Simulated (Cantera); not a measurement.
A freely propagating, adiabatic, planar premixed flame of 31.6 % H2, 14.4 % O2, 54.0 % N2, unburnt at 325 K and 105 Torr; mixture-averaged transport, grid criteria slope 0.08 and curve 0.16, no radiation.

Cantera simulation using the H2/O2 subset of GRI-Mech 3.0, which has no nitrogen chemistry; the numbers are that mechanism's predictions, not measurements. Burning velocities carry a grid error of a few per cent, more on coarse grids.

x: mole fraction of selected species; z is measured from the peak of heat release.

| z (mm) | T (K) | u (m/s) | x H2 | x O2 | x H2O2 | x H | x H2O | x O |
|---|---|---|---|---|---|---|---|---|
| -15.0 | 325 | 2.40 | 0.316 | 0.144 | <1e-8 | <1e-8 | <1e-8 | <1e-8 |
| -10.0 | 325 | 2.40 | 0.316 | 0.144 | <1e-8 | <1e-8 | <1e-8 | <1e-8 |
| -7.50 | 325 | 2.40 | 0.316 | 0.144 | <1e-8 | <1e-8 | <1e-8 | <1e-8 |
| -5.00 | 325 | 2.40 | 0.316 | 0.144 | <1e-8 | <1e-8 | <1e-8 | <1e-8 |
| -2.50 | 327 | 2.41 | 0.315 | 0.144 | 4.70e-7 | 6.56e-7 | 1.32e-5 | 1.39e-7 |
| -1.25 | 529 | 3.83 | 0.288 | 0.141 | 4.06e-5 | 0.00419 | 0.0134 | 8.44e-5 |
| 0 | 1021 | 7.11 | 0.166 | 0.101 | 6.28e-7 | 0.0495 | 0.106 | 0.00461 |
| 1.25 | 1326 | 9.13 | 0.0641 | 0.0362 | 8.45e-7 | 0.0818 | 0.221 | 0.0109 |
| 2.50 | 1452 | 9.93 | 0.0532 | 0.0254 | 7.09e-7 | 0.0769 | 0.241 | 0.0113 |
| 5.00 | 1588 | 10.8 | 0.0550 | 0.0221 | 4.52e-7 | 0.0641 | 0.248 | 0.0106 |
| 10.0 | 1737 | 11.7 | 0.0562 | 0.0188 | 2.38e-7 | 0.0501 | 0.258 | 0.00917 |
| 20.0 | 1889 | 12.5 | 0.0554 | ___ | ___ | ___ | 0.269 | ___ |
| 40.0 | 2034 | 13.3 | 0.0526 | 0.0118 | 6.84e-8 | 0.0256 | 0.281 | 0.00511 |

### Question
Some entries are withheld; supply them.

### Answer

- 20.0, x O2: 0.0153
- 20.0, x H2O2: 1.22e-7
- 20.0, x H: 0.0369
- 20.0, x O: 0.00721
